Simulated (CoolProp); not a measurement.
Vapour-liquid equilibrium of benzene (1) + n-heptane (2) at 229 kPa; x and y are mole fractions of (1).

Model: multi-fluid Helmholtz-energy mixture model, Thol 2012 and Span 2003; pair parameters Bell 2016, in CoolProp.

| x | bubble temperature (K) | y at the bubble point | dew temperature at overall composition x (K) | liquid density (mol/L) |
|---|---|---|---|---|
| 0.05 | 400.1 | 0.089 | (withheld) | 5.968 |
| 0.125 | 397.3 | 0.210 | 399.3 | (withheld) |
| 0.2 | 394.9 | 0.316 | 397.6 | 6.416 |
| 0.275 | (withheld) | 0.409 | 395.8 | 6.657 |
| 0.35 | (withheld) | 0.489 | 394.1 | 6.911 |
| 0.425 | 389.0 | 0.560 | 392.3 | 7.180 |
| 0.5 | 387.5 | 0.624 | 390.5 | 7.465 |
| 0.575 | 386.3 | 0.681 | (withheld) | (withheld) |
| 0.65 | 385.2 | 0.736 | 387.0 | 8.095 |
| 0.725 | 384.3 | 0.788 | 385.4 | 8.445 |
| 0.8 | (withheld) | 0.841 | 384.1 | 8.822 |
| 0.875 | 382.9 | 0.896 | 383.1 | 9.229 |
| 0.95 | 382.5 | 0.956 | 382.5 | 9.671 |

**Question.** Fill in the missing entries.

**Answer.** 
- 0.05, dew temperature at overall composition x (K): 400.9
- 0.125, liquid density (mol/L): 6.187
- 0.275, bubble temperature (K): 392.7
- 0.35, bubble temperature (K): 390.7
- 0.575, dew temperature at overall composition x (K): 388.7
- 0.575, liquid density (mol/L): 7.770
- 0.8, bubble temperature (K): 383.5

No azeotrope shows between x = 0.05 and 0.95.

The pair parameters rest on a limited set of measurements; away from them the model extrapolates.
